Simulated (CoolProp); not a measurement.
Computed with CoolProp (reference Helmholtz-energy equation of state, Lemmon 2022).

**Question.** For R1234yf, give the phase and the cv (kJ/(kg K)), speed of sound (m/s), Joule-Thomson coefficient (K/MPa), viscosity (µPa s) at 87.35 °C and 0.0772 MPa; 103.35 °C and 0.243 MPa; 13.95 °C and 0.278 MPa.

**Answer.** 
- 87.35 °C and 0.0772 MPa: gas; cv 0.933, speed of sound 167, Joule-Thomson coefficient 10.2, viscosity 15.0
- 103.35 °C and 0.243 MPa: gas; cv 0.962, speed of sound 168, Joule-Thomson coefficient 9.13, viscosity 15.6
- 13.95 °C and 0.278 MPa: gas; cv 0.818, speed of sound 142, Joule-Thomson coefficient 22.1, viscosity 11.9

Viscosity comes from a separate model (Bell 2016), an estimate that may be off by 10 % or more.
